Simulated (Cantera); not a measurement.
Cantera run:

```python
import numpy as np
import cantera as ct

gas_names = [...]  # 123 gases of nasa_gas.yaml made of C, H, O, Si
cond_names = """
    C(gr) C6H6(L) C7H8(L) C8H18(L),n-octa H2O(s) H2O(L) Si(cr) Si(L) SiC(b) SiO2(Lqz) SiO2(hqz) SiO2(L)
""".split()


# ... load() reads the species with a 1 bar reference pressure and builds the phases ...
atoms = {
    'SiC': {'Si': 1, 'C': 1},
    'H2O': {'H': 2, 'O': 1},
    'H2': {'H': 2},
}
top_T = {'C(gr)': 4500, 'SiC(b)': 3050}  # K; cautious upper limits of use, not melting points


# ... equilibrate(T, P, feed) seeds the gas with the atoms and calls Mixture.equilibrate('TP', solver="vcs", rtol=1e-11, max_steps=5000) ...
results = []
feed = {'SiC': 1, 'H2O': 0.049, 'H2': 110}  # mol
P = 10000  # Pa
for T in [975, 1125, 1275, 1425, 1575, 1725, 1875, 2025, 2175]:
    mix = equilibrate(T, P, feed)
    results.append((T, P, feed, dict(zip(mix.species_names, mix.species_moles))))
    x = sorted(zip(gas.X, gas.species_names), reverse=True)
    print(f"T = {T:g} K  P = {P:g} Pa  gas = {mix.phase_moles(0):.4g} mol")
    print("   x: " + "  ".join(f"{s} {v:.3e}" for v, s in x if v > 0.0001))
    print("   condensed (mol): " + ("  ".join(f"{mix.phase(i).name} {mix.phase_moles(i):.4g}"
          for i in range(1, mix.n_phases) if mix.phase_moles(i) > 1e-12) or "none"))
```

Result:

```
T = 975 K  P = 10000 Pa  gas = 110 mol
   x: H2 9.998e-01  CH4 2.227e-04
   condensed (mol): SiC(b) 0.9755  SiO2(hqz) 0.0245
T = 1125 K  P = 10000 Pa  gas = 110 mol
   x: H2 9.998e-01  CH4 2.204e-04
   condensed (mol): SiC(b) 0.9756  SiO2(hqz) 0.02441
T = 1275 K  P = 10000 Pa  gas = 110.1 mol
   x: H2 9.998e-01
   condensed (mol): SiC(b) 0.9803  SiO2(hqz) 0.01898
T = 1425 K  P = 10000 Pa  gas = 110.1 mol
   x: H2 9.995e-01  SiO 2.284e-04  CO 2.148e-04
   condensed (mol): SiC(b) 0.9748
T = 1575 K  P = 10000 Pa  gas = 110.1 mol
   x: H2 9.994e-01  SiO 2.265e-04  CO 2.181e-04  H 1.314e-04
   condensed (mol): SiC(b) 0.975
T = 1725 K  P = 10000 Pa  gas = 110.1 mol
   x: H2 9.990e-01  H 5.870e-04  CO 2.227e-04  SiO 2.221e-04
   condensed (mol): SiC(b) 0.9746
T = 1875 K  P = 10000 Pa  gas = 110.2 mol
   x: H2 9.974e-01  H 2.070e-03  CO 2.472e-04  SiO 1.973e-04
   condensed (mol): SiC(b) 0.9715
T = 2025 K  P = 10000 Pa  gas = 110.5 mol
   x: H2 9.932e-01  H 6.065e-03  CO 3.353e-04  Si 2.001e-04  SiO 1.082e-04
   condensed (mol): SiC(b) 0.9553
T = 2175 K  P = 10000 Pa  gas = 111 mol
   x: H2 9.829e-01  H 1.531e-02  Si 7.681e-04  CO 4.022e-04  C2H2,acetylene 3.055e-04  SiH 1.119e-04
   condensed (mol): SiC(b) 0.8793
```

These are equilibrium values from Cantera (NASA tables, ideal gas, pure condensed phases), not measurements of a reactor. Mutual solubility and eutectic melting of coexisting phases are not modelled. The tables hold silica as quartz up to 1696 K and as liquid above; real silica turns to tridymite and cristobalite and melts near 1996 K. Gases not in the tables: Si2H6 and higher silanes.
